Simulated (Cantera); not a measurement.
What does this Cantera script print?

```python
import numpy as np
import cantera as ct

surf = ct.Interface("ptcombust.yaml", "Pt_surf")
gas = surf.adjacent["gas"]
gas.TPX = 300, 9900, {'H2': 0.016, 'O2': 0.081, 'N2': 0.79}
jet = ct.ImpingingJet(gas=gas, width=0.026, surface=surf)
jet.inlet.mdot, jet.inlet.T, jet.inlet.X = 0.027, 300, {'H2': 0.016, 'O2': 0.081, 'N2': 0.79}
jet.set_refine_criteria(ratio=10, slope=0.2, curve=0.3)
show, cover = ['H2', 'O2', 'H2O', 'OH'], ["PT(S)", "H(S)", "O(S)", "OH(S)", "CO(S)", "C(S)"]

rows = []
print(f"{'Ts/K':>7s}" + "".join(f"{s:>11s}" for s in show + cover) + "   (gas at the wall, coverages)")
for i, Ts in enumerate([700, 750, 800, 850, 900, 950, 1000]):
    jet.surface.T = Ts
    if i == 0:
        surf.TP = Ts, 9900
        surf.coverages = "PT(S):0.5, O(S):0.5"
        surf.advance_coverages(1.0)
        jet.set_initial_guess(products="inlet")
    jet.solve(loglevel=0, auto=(i == 0))
    rows.append([*(jet.X[gas.species_index(s), -1] for s in show), *surf[cover].coverages])
    print(f"{Ts:7g}" + "".join(f"{x:11.3e}" for x in rows[-1]))
```

Output:

```
   Ts/K         H2         O2        H2O         OH      PT(S)       H(S)       O(S)      OH(S)      CO(S)       C(S)   (gas at the wall, coverages)
    700  1.763e-03  7.439e-02  3.055e-02  1.204e-10  5.142e-02  2.536e-09  9.462e-01  2.397e-03  4.809e-22  3.519e-25
    750  1.394e-03  7.406e-02  3.105e-02  7.136e-10  6.957e-02  6.021e-09  9.284e-01  2.016e-03  1.509e-17  1.610e-25
    800  9.801e-04  7.369e-02  3.165e-02  3.147e-09  1.054e-01  1.688e-08  8.928e-01  1.846e-03  1.644e-17  4.076e-27
    850  7.011e-04  7.345e-02  3.200e-02  1.119e-08  1.559e-01  4.470e-08  8.424e-01  1.703e-03  1.713e-16  1.526e-25
    900  5.276e-04  7.332e-02  3.218e-02  3.489e-08  2.159e-01  1.041e-07  7.826e-01  1.544e-03  1.242e-17  4.143e-25
    950  4.216e-04  7.325e-02  3.224e-02  9.610e-08  2.810e-01  2.154e-07  7.176e-01  1.378e-03  3.729e-16  1.329e-24
   1000  3.526e-04  7.322e-02  3.225e-02  2.380e-07  3.489e-01  4.063e-07  6.499e-01  1.216e-03  2.530e-18  1.570e-25
```

Model: Deutschmann's 1995 Pt surface mechanism with GRI-Mech 3.0 gas chemistry, integrated in Cantera. Catalytic surfaces can have several steady states; this one follows from the mechanism file's or the stated starting coverage.
